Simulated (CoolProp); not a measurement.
Vapour-liquid equilibrium of methanol (1) + ethanol (2) at 365.3 K; x and y are mole fractions of (1).

Values from CoolProp's multi-fluid Helmholtz-energy mixture model, de Reuck 1993 and Schroeder 2014; pair parameters Bell 2016.

Question: Give the bubble pressure and the first vapour's composition at x = 0.2, 0.65, 0.95. Is there an azeotrope?

Answer: x = 0.2: 0.1907 MPa, y = 0.280; x = 0.65: 0.2354 MPa, y = 0.741; x = 0.95: 0.2688 MPa, y = 0.969. No azeotrope shows between x = 0.05 and 0.95.

The pair parameters rest on a limited set of measurements; away from them the model extrapolates.
